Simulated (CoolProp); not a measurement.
Model: reference Helmholtz-energy equation of state, Lemmon 2005, in CoolProp. It is a short technical equation, of lower accuracy than the large ones.

Question: Give the vapour pressure (MPa), enthalpy of vaporisation (kJ/kg), liquid cp (kJ/(kg K)), surface tension (mN/m) of saturated isobutene at 92.35 °C.

Answer: 
```tsv
T (°C)	p (MPa)	enthalpy of vaporisation (kJ/kg)	liquid cp (kJ/(kg K))	surface tension (mN/m)
92.35	1.58	261	2.96	4.26
```

Surface tension comes from a separate correlation (Mulero 2012).
